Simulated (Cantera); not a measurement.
Input: 1 mol Ca(OH)2, 1.7 mol H2, 0.028 mol CO2, equilibrated at 1225 K and 29.0 mbar.

Cantera equilibrium calculation (NASA polynomials, part measured and part estimated; ideal gas, pure solids and liquids). Candidate condensed phases: C, C6H6, C7H8, C8H18, Ca, CaCO3, CaO, Ca(OH)2, H2O; 115 gas species. Equilibrium is a limit: real reactors are often held back by kinetics, nucleation or transport.

Base state: H2 0.616, H2O 0.374, CO 0.00726, CO2 0.00300 (mole fractions); condensed: CaO(s).

Task: What changes in the equilibrium state with this change: temperature from 1225 K to 598 K?

Result: 
| species | before | after |
|---|---|---|
| H2 | 0.616 | 0.781 |
| H2O | 0.374 | 0.218 |
| CH4 | <1e-9 | 0.000776 |
| CO | 0.00726 | 1.90e-7 |
| CO2 | 0.00300 | 1.54e-6 |
| CaO(s), mol | 1.00 | 0.443 |
| CaCO3(calcite), mol | 0 | 0.0263 |
| Ca(OH)2(s), mol | 0 | 0.531 |

Task: What changes in the equilibrium state with this change: temperature from 1225 K to 2173.15 K?

Result: 
```tsv
species	before	after
H2	0.616	0.596
H2O	0.374	0.369
H	1.44e-6	0.0219
CaOH	<1e-9	0.000134
OH	7.93e-9	0.00182
Ca	<1e-9	8.01e-5
CaO(s), mol	1.00	0.999
```

Task: What changes in the equilibrium state with this change: Ca(OH)2 replaced by MgCO3?

Result: 
```json
[
 {"species": "H2", "before": "0.616", "after": "0.367"},
 {"species": "CO", "before": "0.00726", "after": "0.256"},
 {"species": "H2O", "before": "0.374", "after": "0.256"},
 {"species": "CO2", "before": "0.00300", "after": "0.121"},
 {"species": "CaO(s), mol", "before": "1.00", "after": "0"},
 {"species": "MgO(s), mol", "before": "0", "after": "1.00"}
]
```
Further candidate phases: Mg, MgCO3, MgO, Mg(OH)2.
